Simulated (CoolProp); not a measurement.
Ammonia at 293.15 K and 2.07 MPa flows at 1.3 m/s in a round tube of 4.6 mm bore and 45 µm roughness, fully developed (64/Re and Nu = 3.66 if laminar; Colebrook and Gnielinski if turbulent). Each further row changes one setting.

Computed with CoolProp (reference Helmholtz-energy equation of state, Gao 2020).

```
case              Reynolds number  Darcy friction factor  pressure drop (Pa/m)  heat-transfer coefficient (W/(m² K))  mass flow (kg/h)
----------------  ---------------  ---------------------  --------------------  ------------------------------------  ----------------
as stated                   26200                 0.0398                  4470                                   ___               ___
velocity 2.6 m/s            52400                    ___                   ___                                   ___              95.1
diameter 9.2 mm             52400                    ___                   ___                                   ___               190
```

**Question.** Complete the blanks.

**Answer.** 
- as stated, heat-transfer coefficient (W/(m² K)): 15300
- as stated, mass flow (kg/h): 47.6
- velocity 2.6 m/s, Darcy friction factor: 0.0388
- velocity 2.6 m/s, pressure drop (Pa/m): 17400
- velocity 2.6 m/s, heat-transfer coefficient (W/(m² K)): 30400
- diameter 9.2 mm, Darcy friction factor: 0.0319
- diameter 9.2 mm, pressure drop (Pa/m): 1790
- diameter 9.2 mm, heat-transfer coefficient (W/(m² K)): 12700

Viscosity comes from a separate model (Fenghour 1995). Thermal conductivity comes from a separate model (Tufeu 1984).
